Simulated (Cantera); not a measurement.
A perfectly stirred reactor is fed with CH4 : CO2 = 1 : 0.33 (molar parts), at 2.00 bar; it is held at 1873 K, and followed from long to short residence time.

Detailed kinetics in Cantera: GRI-Mech 3.0 (53 species, 325 reactions). GRI-Mech 3.0 stops at C3 and has no aromatics, soot or wall deposition, so with more carbon than oxygen in the feed, carbon stays in small species such as C2H2 where larger ones or solid carbon would form.

Problem. What does this change do: 0.12 parts H2O added?

Solution. 
| quantity | before | after |
|---|---|---|
| x(CH4) at τ = 4.50 s | 0.0125 | 0.0114 |
| x(CO2) at τ = 4.50 s | 0.000206 | 0.000327 |
| x(O2) at τ = 4.50 s | <1e-12 | <1e-12 |
| x(C2H4) at τ = 4.50 s | 0.00211 | 0.00162 |
| x(H2O) at τ = 4.50 s | 0.00167 | 0.00277 |
| x(CH4) at τ = 41.0 ms | 0.0495 | 0.0475 |
| x(CO2) at τ = 41.0 ms | 0.0109 | 0.0127 |
| x(O2) at τ = 41.0 ms | 2.66e-11 | 5.33e-11 |
| x(C2H4) at τ = 41.0 ms | 0.00257 | 0.00225 |
| x(H2O) at τ = 41.0 ms | 0.0658 | 0.0892 |

Problem. What does this change do: CO2 0.33 to 0.13 parts?

Solution. 
```json
[
 {"quantity": "x(CH4) at τ = 4.50 s", "before": "0.0125", "after": "0.0173"},
 {"quantity": "x(CO2) at τ = 4.50 s", "before": "0.000206", "after": "4.03e-5"},
 {"quantity": "x(O2) at τ = 4.50 s", "before": "<1e-12", "after": "<1e-12"},
 {"quantity": "x(C2H4) at τ = 4.50 s", "before": "0.00211", "after": "0.00357"},
 {"quantity": "x(H2O) at τ = 4.50 s", "before": "0.00167", "after": "0.000546"},
 {"quantity": "x(CH4) at τ = 41.0 ms", "before": "0.0495", "after": "0.0576"},
 {"quantity": "x(CO2) at τ = 41.0 ms", "before": "0.0109", "after": "0.00315"},
 {"quantity": "x(O2) at τ = 41.0 ms", "before": "2.66e-11", "after": "3.39e-12"},
 {"quantity": "x(C2H4) at τ = 41.0 ms", "before": "0.00257", "after": "0.00376"},
 {"quantity": "x(H2O) at τ = 41.0 ms", "before": "0.0658", "after": "0.0287"}
]
```
